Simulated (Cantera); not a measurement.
A closed system holds: 1 mol Si, 0.43 mol N2O, 880 mol H2, held at 1425 °C and 0.0100 bar.

These are equilibrium values from Cantera (NASA tables, ideal gas, pure condensed phases), not measurements of a reactor. Candidate condensed phases: H2O, Si, SiO2, Si2N2O, Si3N4; 35 gas species. Gases not in the tables: Si2H6 and higher silanes. The numbers say what is thermodynamically allowed, not how fast it happens.

Question: What is the equilibrium state?

Answer: 
| Item | Result |
|---|---|
| x(H2) | 0.997 |
| x(H) | 0.00144 |
| x(SiO) | 0.000488 |
| x(N2) | 0.000488 |
| x(Si) | 6.57e-5 |
| x(SiH2) | 1.39e-5 |
| x(SiH) | 1.02e-5 |
| n(Si(l)) | 0.490 mol |
| gas amount | 881.6 mol |
